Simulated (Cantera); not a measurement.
A freely propagating, adiabatic, planar premixed flame of CH4 : CO : O2 : N2 = 1 : 0.32 : 2.3 : 8.64 (molar parts), equivalence ratio 0.94, unburnt at 600 K and 1.60 bar; multicomponent transport, grid criteria slope 0.08 and curve 0.16, no radiation.

Model: GRI-Mech 3.0 (53 species, 325 reactions), integrated in Cantera. Burning velocities carry a grid error of a few per cent, more on coarse grids.

Task: Predict: laminar burning velocity; thermal thickness; peak x(C2H); peak x(HCN); peak x(OH).

Result: 
```
Item                        Result
------------------------  --------
laminar burning velocity  119 cm/s
thermal thickness         0.228 mm
peak x(C2H)                1.71e-7
peak x(HCN)                2.22e-6
peak x(OH)                 0.01000
```
